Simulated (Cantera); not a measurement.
Input: 1 mol Hg, 0.08 mol O2, 12 mol H2, held at 875 K and 430000 Pa.

Cantera equilibrium calculation (NASA polynomials, part measured and part estimated; ideal gas, pure solids and liquids). Candidate condensed phases: H2O, Hg, HgO; 10 gas species. Equilibrium is a limit: real reactors are often held back by kinetics, nucleation or transport.

Task: What is the equilibrium state?

Result: 
```
Quantity                             Result
--------------------------------  ---------
x(H2)                                 0.911
x(Hg)                                0.0769
x(H2O)                               0.0123
gas amount                        13.00 mol
log10 activity of Hg(l) (absent)      -1.84
```
